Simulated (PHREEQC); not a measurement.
Consider water at 25 °C with 120 mmol/kgw NaHSO4 and 22 mmol/kgw Na2SO4. It is in equilibrium with CO2 at log p = -3.4 (atm). Otherwise closed; pH follows from the charge balance.

Equilibrium calculation in PHREEQC: ion-association model, wateq4f.dat.

Each row changes one thing in this solution. No solid was allowed to form.

```csv
case,pH,ionic strength (mol/kgw),Na+ (mol/kgw),HSO4- (mol/kgw),SO4-2 (mol/kgw),NaSO4- (mol/kgw),SI of Mirabilite (Na2SO4:10H2O),SI of Nahcolite (NaHCO3)
as made,1.44,0.255,0.152,0.0742,0.0563,0.0115,-2.64,-10.18
NaHSO4 replaced by NaHS at the same molality,…,0.177,0.160,2.59e-9,0.0177,…,…,-3.16
NaHSO4 left out,5.74,0.0623,0.0422,1.93e-6,0.0202,0.00183,-3.88,-6.40
0.044 mol/kgw H3BO3 added,1.44,0.255,0.152,0.0742,0.0563,0.0115,-2.64,-10.18
temperature from 25 to 50 °C,1.55,0.235,0.153,0.0845,0.0467,0.0108,-3.81,-10.46
```

Problem. Some entries are withheld; supply them.

Solution. 
- NaHSO4 replaced by NaHS at the same molality, pH: 8.44
- NaHSO4 replaced by NaHS at the same molality, NaSO4- (mol/kgw): 0.00430
- NaHSO4 replaced by NaHS at the same molality, SI of Mirabilite (Na2SO4:10H2O): -3.02

At this temperature some constants are extrapolated from 25 °C, and those without enthalpy data are left unchanged. The polysulfide entries of wateq4f.dat were taken out for this run.
